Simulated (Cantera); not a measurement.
A Cantera script and what it prints.

```python
import numpy as np
import cantera as ct

gas_names = """
    CH4 C6H6 H2 C2H6 C2H4 C2H2,acetylene CS2 CH3
""".split()
cond_names = """
    S(cr1) S(cr2) S(L)
""".split()


# ... load() reads the species with a 1 bar reference pressure and builds the phases ...
species = {s.name: s for s in load("nasa_gas.yaml", gas_names) + load("nasa_condensed.yaml", cond_names)}
# Each term lists the table entries of one substance; the one whose range holds T is used.
reactions = {
    '6 CH4(g) = C6H6(g) + 9 H2(g)':
        [(-6, ['CH4']), (1, ['C6H6']), (9, ['H2'])],
    'C2H6(g) = H2(g) + C2H4(g)':
        [(-1, ['C2H6']), (1, ['H2']), (1, ['C2H4'])],
    '3 C2H2(g) = C6H6(g)':
        [(-3, ['C2H2,acetylene']), (1, ['C6H6'])],
    'CS2(g) + 3 CH4(g) = 2 S + 4 CH3(g)':
        [(-1, ['CS2']), (-3, ['CH4']), (2, ['S(cr1)', 'S(cr2)', 'S(L)']), (4, ['CH3'])],
}


def pick(names, T):
    return next(species[n] for n in names if species[n].thermo.min_temp <= T <= species[n].thermo.max_temp)


results = []
for label, terms in reactions.items():
    print(label)
    print("     T/K   dH/kJ  dS/(J/K)   dG/kJ   log10 K")
    for T in [423, 473, 523, 573, 623, 673, 723, 773, 823, 873]:
        used = [(nu, pick(names, T)) for nu, names in terms]
        dH = sum(nu * s.thermo.h(T) for nu, s in used) / 1e6
        dS = sum(nu * s.thermo.s(T) for nu, s in used) / 1e3
        dG = dH - T * dS / 1e3
        logK = -dG * 1e6 / (ct.gas_constant * T * np.log(10))
        results.append((label, T, dH, dS, dG, logK, [s.name for _, s in used]))
        print(f"{T:8g} {dH:8.1f} {dS:8.1f} {dG:8.1f} {logK:8.2f}")
```

Output:

```
6 CH4(g) = C6H6(g) + 9 H2(g)
     T/K   dH/kJ  dS/(J/K)   dG/kJ   log10 K
     423    546.9    373.0    389.1   -48.05
     473    553.3    387.4    370.1   -40.87
     523    559.5    399.8    350.4   -35.00
     573    565.3    410.3    330.1   -30.10
     623    570.6    419.3    309.4   -25.94
     673    575.5    426.9    288.2   -22.37
     723    580.0    433.3    266.7   -19.27
     773    584.1    438.7    244.9   -16.55
     823    587.7    443.3    222.9   -14.15
     873    590.9    447.1    200.6   -12.00
C2H6(g) = H2(g) + C2H4(g)
     T/K   dH/kJ  dS/(J/K)   dG/kJ   log10 K
     423    138.6    127.0     84.8   -10.48
     473    139.3    128.7     78.4    -8.66
     523    140.0    130.1     72.0    -7.19
     573    140.7    131.3     65.4    -5.96
     623    141.2    132.2     58.8    -4.93
     673    141.7    132.9     52.2    -4.05
     723    142.1    133.5     45.6    -3.29
     773    142.4    134.0     38.9    -2.63
     823    142.7    134.3     32.2    -2.04
     873    142.9    134.6     25.4    -1.52
3 C2H2(g) = C6H6(g)
     T/K   dH/kJ  dS/(J/K)   dG/kJ   log10 K
     423   -607.1   -348.9   -459.5    56.75
     473   -608.8   -352.6   -442.0    48.81
     523   -610.1   -355.3   -424.3    42.38
     573   -611.1   -357.1   -406.5    37.05
     623   -611.8   -358.3   -388.6    32.58
     673   -612.3   -359.1   -370.7    28.77
     723   -612.6   -359.5   -352.7    25.48
     773   -612.8   -359.7   -334.7    22.62
     823   -612.8   -359.7   -316.7    20.10
     873   -612.7   -359.7   -298.7    17.87
CS2(g) + 3 CH4(g) = 2 S + 4 CH3(g)
     T/K   dH/kJ  dS/(J/K)   dG/kJ   log10 K
     423    705.2     72.0    674.7   -83.32
     473    708.7     80.0    670.9   -74.09
     523    712.2     87.0    666.7   -66.59
     573    715.3     92.6    662.2   -60.37
     623    717.9     96.9    657.5   -55.13
     673    719.9    100.1    652.6   -50.65
     723    721.6    102.6    647.5   -46.78
     773    723.1    104.5    642.3   -43.40
     823    724.5    106.3    637.0   -40.43
     873    725.9    108.0    631.7   -37.79
```

Standard-state values (1 bar) from the NASA 1993 polynomials, evaluated with Cantera. Condensed species are held in their standard states even where they would react or evaporate.
